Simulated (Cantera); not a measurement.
Input: 1 mol Si(CH₃)₄, 0.77 mol C₂H₂, 270 mol H₂, held at 1900 K and 0.380 bar.

Equilibrium computed with Cantera from the NASA thermochemical tables; the gas is ideal and each condensed phase is pure. Candidate condensed phases: C, C₆H₆, C₇H₈, C₈H₁₈, Si, SiC; 87 gas species. Kinetics and transport are ignored.

Base state: H₂ 0.998, H 0.00129, C₂H₂ (acetylene) 0.000381, CH₄ 0.000213 (mole fractions); condensed: C(graphite) + SiC(s).

What changes in the equilibrium state with this change: temperature from 1900 K to 2523 K?


| species | before | after |
|---|---|---|
| H₂ | 0.998 | 0.944 |
| H | 0.00129 | 0.0438 |
| C₂H₂ (acetylene) | 0.000381 | 0.00903 |
| Si | 1.23e-6 | 0.00218 |
| SiC₂ | 3.12e-8 | 0.000486 |
| Si₂C | 2.16e-8 | 0.000173 |
| C(graphite), mol | 4.27 | 0 |
| SiC(s), mol | 0.999 | 0 |
Gases not in the tables: Si₂H₆ and higher silanes.
